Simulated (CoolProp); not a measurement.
Vapour-liquid equilibrium of propylene (1) + R115 (2) at -52.25 °C; x and y are mole fractions of (1).

Values from CoolProp's multi-fluid Helmholtz-energy mixture model, Lemmon 2013 and Lemmon 2016; pair parameters Bell 2016.

```csv
x,"bubble pressure, mixture model (MPa)","bubble pressure, Raoult's law (MPa)","y, mixture model","y, Raoult's law"
0.05,0.06087,0.05573,0.148,0.073
0.125,0.06934,0.05777,0.303,0.177
0.2,0.07619,0.05982,0.409,0.273
0.275,0.08150,0.06187,0.485,0.363
0.35,0.08546,0.06392,0.541,0.447
0.425,0.08830,0.06597,0.585,0.526
0.5,0.09026,0.06802,0.621,0.600
0.575,0.09154,0.07007,0.652,0.670
0.65,0.09226,0.07211,0.683,0.736
0.725,0.09243,0.07416,0.716,0.798
0.8,0.09187,0.07621,0.758,0.857
0.875,0.09013,0.07826,0.815,0.913
0.95,0.08626,0.08031,0.905,0.966
```

The largest gap from Raoult's law is +33.8 % in bubble pressure, at x = 0.425. y crosses x between x = 0.65 and 0.725: the model has an azeotrope there.

The pair parameters rest on a limited set of measurements; away from them the model extrapolates.
